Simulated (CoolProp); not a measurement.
n-hexane along the isobar 11800 kPa: fugacity coefficient from the reference equation and from simpler models built on Tc = 507.8 K, pc = 3044 kPa, ω = 0.300; each cubic takes its own stable root.

The numbers come from the reference Helmholtz-energy equation of state, Thol 2019 in CoolProp.

| T (K) | phase | reference | van der Waals | Soave-Redlich-Kwong |
|---|---|---|---|---|
| 486.6 | liquid | 0.2083 | 0.2965 | 0.2276 |
| 495.1 | liquid | 0.2279 | 0.3103 | 0.2491 |
| 503.6 | liquid | 0.2482 | 0.3241 | 0.2713 |
| 512.1 | supercritical | 0.2691 | 0.3380 | 0.2940 |
| 520.6 | supercritical | 0.2904 | 0.3519 | 0.3172 |
| 529 | supercritical | 0.3119 | 0.3657 | 0.3404 |
| 537.5 | supercritical | 0.3339 | 0.3795 | 0.3642 |
| 546 | supercritical | 0.3561 | 0.3934 | 0.3880 |
| 554.5 | supercritical | 0.3784 | 0.4071 | 0.4119 |
| 563 | supercritical | 0.4007 | 0.4208 | 0.4357 |
| 571.4 | supercritical | 0.4226 | 0.4343 | 0.4591 |
| 579.9 | supercritical | 0.4447 | 0.4478 | 0.4824 |
| 588.4 | supercritical | 0.4664 | 0.4612 | 0.5054 |
